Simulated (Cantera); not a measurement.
An isothermal, constant-pressure homogeneous reactor starts with H₂ : O₂ : N₂ = 0.012 : 1 : 0.8 (molar parts), at 1050 K and 0.825 Torr. Integrator tolerance rtol = 1e-08.

Computed with Cantera and the H2/O2 subset of GRI-Mech 3.0, which has no nitrogen chemistry. Radical loss at walls, strong at low pressure, is not modelled.

Problem. What does this change do: H2 0.012 to 0.0037 parts?

Solution. 
| quantity | before | after |
|---|---|---|
| x(H₂) at 10.0 s | 2.11e-5 (gas-phase equilibrium 9.83e-11) | 3.10e-6 (gas-phase equilibrium 3.03e-11) |
| x(O₂) at 10.0 s | 0.548 (gas-phase equilibrium 0.550) | 0.553 (gas-phase equilibrium 0.554) |
| x(H₂O₂) at 10.0 s | 1.01e-9 (gas-phase equilibrium <1e-12) | 3.35e-10 (gas-phase equilibrium <1e-12) |
| x(OH) at 10.0 s | 0.000241 (gas-phase equilibrium 5.27e-7) | 9.26e-5 (gas-phase equilibrium 2.93e-7) |
| x(O) at 10.0 s | 0.00327 (gas-phase equilibrium 1.51e-8) | 0.00156 (gas-phase equilibrium 1.51e-8) |
| x(H₂O) at 10.0 s | 0.00637 (gas-phase equilibrium 0.00664) | 0.00198 (gas-phase equilibrium 0.00205) |

Problem. What does this change do: 0.052 parts H2O added?

Solution. 
```json
[
 {"quantity": "x(H₂) at 10.0 s", "before": "2.11e-5 (gas-phase equilibrium 9.83e-11)", "after": "5.46e-5 (gas-phase equilibrium 5.17e-10)"},
 {"quantity": "x(O₂) at 10.0 s", "before": "0.548 (gas-phase equilibrium 0.550)", "after": "0.534 (gas-phase equilibrium 0.535)"},
 {"quantity": "x(H₂O₂) at 10.0 s", "before": "1.01e-9 (gas-phase equilibrium <1e-12)", "after": "4.61e-9 (gas-phase equilibrium 4.33e-12)"},
 {"quantity": "x(OH) at 10.0 s", "before": "0.000241 (gas-phase equilibrium 5.27e-7)", "after": "0.000383 (gas-phase equilibrium 1.19e-6)"},
 {"quantity": "x(O) at 10.0 s", "before": "0.00327 (gas-phase equilibrium 1.51e-8)", "after": "0.00155 (gas-phase equilibrium 1.48e-8)"},
 {"quantity": "x(H₂O) at 10.0 s", "before": "0.00637 (gas-phase equilibrium 0.00664)", "after": "0.0341 (gas-phase equilibrium 0.0344)"}
]
```

Problem. What does this change do: temperature 1050 to 1150 K?

Solution. 
```
quantity                                             before                                     after
-----------------  ----------------------------------------  ----------------------------------------
x(H₂) at 10.0 s    2.11e-5 (gas-phase equilibrium 9.83e-11)   2.49e-5 (gas-phase equilibrium 1.17e-9)
x(O₂) at 10.0 s         0.548 (gas-phase equilibrium 0.550)       0.547 (gas-phase equilibrium 0.550)
x(H₂O₂) at 10.0 s    1.01e-9 (gas-phase equilibrium <1e-12)  1.04e-9 (gas-phase equilibrium 2.46e-12)
x(OH) at 10.0 s    0.000241 (gas-phase equilibrium 5.27e-7)  0.000386 (gas-phase equilibrium 2.66e-6)
x(O) at 10.0 s      0.00327 (gas-phase equilibrium 1.51e-8)   0.00416 (gas-phase equilibrium 1.87e-7)
x(H₂O) at 10.0 s    0.00637 (gas-phase equilibrium 0.00664)   0.00628 (gas-phase equilibrium 0.00664)
```
